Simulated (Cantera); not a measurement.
Input (Python, Cantera):

```python
import numpy as np
import cantera as ct

gas = ct.Solution("gri30.yaml")
gas.TPX = 1648, 280000, {'H2': 1, 'O2': 1.16, 'N2': 4.37}
reactor = ct.IdealGasReactor(gas, energy="on", clone=False)
net = ct.ReactorNet([reactor])
net.rtol, net.atol = 1e-08, 1e-16
show = ['H2', 'O2', 'N2O', 'OH', 'NO2', 'NO', 'H']
times = np.geomspace(2e-06, 2, 11)

steps = ct.SolutionArray(gas, extra=["t"])
rows = []
print(f"{'t/s':>10s}{'T/K':>9s}{'P/Pa':>11s}" + "".join(f"{s:>11s}" for s in show))
for t in times:
    while net.time < t:
        t_next = net.step()
        steps.append(gas.state, t=t_next)
    rows.append([np.interp(t, steps.t, y) for y in (steps.T, steps.P, *steps(*show).X.T)])
    print(f"{t:10.3e}{rows[-1][0]:9.1f}{rows[-1][1]:11.4g}" + "".join(f"{x:11.3e}" for x in rows[-1][2:]))
rate = np.gradient(steps.T, steps.t)
print("integrator steps:", len(steps.t))
if steps.T.max() > steps.T[0] + 200:
    print(f"time of steepest temperature rise: {steps.t[rate.argmax()]:.4e} s")
gas.TPX = 1648, 280000, {'H2': 1, 'O2': 1.16, 'N2': 4.37}
gas.equilibrate("UV")
print(f"equilibrium (UV): T = {gas.T:.1f} K  " + "  ".join(f"{s} {gas[s].X[0]:.3e}" for s in show))
```

Output:

```
       t/s      T/K       P/Pa         H2         O2        N2O         OH        NO2         NO          H
 2.000e-06   1648.8  2.801e+05  1.516e-01  1.768e-01  7.582e-10  2.378e-04  2.645e-14  1.355e-10  7.824e-04
 7.962e-06   2391.4  3.884e+05  1.184e-02  9.744e-02  8.448e-07  2.720e-02  5.659e-08  7.274e-05  1.381e-02
 3.170e-05   2740.5  4.352e+05  4.012e-03  1.018e-01  2.054e-06  2.060e-02  6.067e-07  5.925e-04  2.095e-03
 1.262e-04   2740.6  4.351e+05  3.898e-03  1.010e-01  2.070e-06  2.024e-02  2.632e-06  2.577e-03  1.995e-03
 5.024e-04   2730.0  4.332e+05  3.809e-03  9.812e-02  2.089e-06  1.960e-02  9.010e-06  8.885e-03  1.900e-03
 2.000e-03   2713.7  4.303e+05  3.674e-03  9.378e-02  2.205e-06  1.864e-02  1.855e-05  1.850e-02  1.761e-03
 7.962e-03   2710.4  4.298e+05  3.647e-03  9.290e-02  2.240e-06  1.845e-02  2.043e-05  2.043e-02  1.734e-03
 3.170e-02   2710.4  4.298e+05  3.647e-03  9.290e-02  2.240e-06  1.845e-02  2.043e-05  2.043e-02  1.734e-03
 1.262e-01   2710.4  4.298e+05  3.647e-03  9.290e-02  2.240e-06  1.845e-02  2.043e-05  2.043e-02  1.734e-03
 5.024e-01   2710.4  4.298e+05  3.647e-03  9.290e-02  2.240e-06  1.845e-02  2.043e-05  2.043e-02  1.734e-03
 2.000e+00   2710.4  4.298e+05  3.647e-03  9.290e-02  2.240e-06  1.845e-02  2.043e-05  2.043e-02  1.734e-03
integrator steps: 1134
time of steepest temperature rise: 3.4827e-06 s
equilibrium (UV): T = 2710.4 K  H2 3.647e-03  O2 9.290e-02  N2O 2.240e-06  OH 1.845e-02  NO2 2.043e-05  NO 2.043e-02  H 1.734e-03
```

Computed with Cantera and GRI-Mech 3.0 (53 species, 325 reactions). The hydrogen kinetics of GRI-Mech 3.0 are dated; newer H2 mechanisms differ, most at raised pressure.
